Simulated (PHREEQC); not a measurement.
A solution holds 0.038 mol H2SO4, 0.00016 mol CuSO4 and 0.0032 mol MgCl2 per kg of water, at 25 °C. Closed to the air; pH follows from the charge balance.

Model: ion-association model, phreeqc.dat, run in PHREEQC.

Precipitation was switched off in this run.

**Question.** Order these S species by the share of S that they hold, largest first: SO4-2, HSO4-, MgSO4, CuSO4.

**Answer.** HSO4- (66 %), SO4-2 (31 %), MgSO4 (2.8 %), CuSO4 (0.13 %)

The pH is 1.37 and the ionic strength 0.0691 mol/kgw.
